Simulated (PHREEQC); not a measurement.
## Brine: an equilibrium model

A solution holds 1.4 mol/kgw KOH, 0.0025 mol/kgw Na2B4O7 and 0.17 mol/kgw KBr, at 25 °C. Closed to the air; pH follows from the charge balance.

Computed with PHREEQC (Pitzer model, pitzer.dat).

Each row changes one thing in this solution. No solid was allowed to form.

```csv
case,pH,ionic strength (mol/kgw)
as made,14.13,1.57
KOH replaced by K2CO3 at the same molality,…,…
Na2B4O7 left out,14.13,1.57
KBr replaced by LiBr at the same molality,…,1.57
```

Question: Some entries are withheld; supply them.

Answer: 
- KOH replaced by K2CO3 at the same molality, pH: 11.89
- KOH replaced by K2CO3 at the same molality, ionic strength (mol/kgw): 4.37
- KBr replaced by LiBr at the same molality, pH: 14.09

Species that the database lacks are ignored. In brines, pH and single-ion activities rest on the MacInnes convention.
